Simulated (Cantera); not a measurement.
Feed: 1 mol Hg, 0.34 mol N2, held at 10.0 mbar.

Equilibrium computed with Cantera from the NASA thermochemical tables; the gas is ideal and each condensed phase is pure. Candidate condensed phases: Hg; 3 gas species. Equilibrium is a limit: real reactors are often held back by kinetics, nucleation or transport. All values below are at 723 K.

Base state: Hg 0.746, N2 0.254 (mole fractions); condensed: gas only.

Question: What changes in the equilibrium state with this change: Hg replaced by Pb?

Answer: 
```json
[
 {"species": "N2", "before": "0.254", "after": "1.00"},
 {"species": "Hg", "before": "0.746", "after": "0"},
 {"species": "Pb(l), mol", "before": "0", "after": "1.00"}
]
```
Further candidate phases: Pb.
